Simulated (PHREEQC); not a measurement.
**Hard or scaling water: speciation**

Dissolve 1.1 mmol/kgw CaCl2, 1.9 mmol/kgw Na2HPO4 and 0.36 mmol/kgw MgSO4 at 20 °C. Closed to the air; pH follows from the charge balance.

Model: ion-association model, phreeqc.dat, run in PHREEQC.

Precipitation was switched off in this run.

Question: What pH, specific conductance does the model give?

Answer: pH 8.16; specific conductance 537 µS/cm.

Question: In which forms is S present?

Answer: SO4-2 91 %, CaSO4 5.6 %, MgSO4 2.0 %, NaSO4- 1.2 % of the S.

Examples of supersaturated solids here: Hydroxyapatite. Others may be too. Species that the database lacks are ignored.
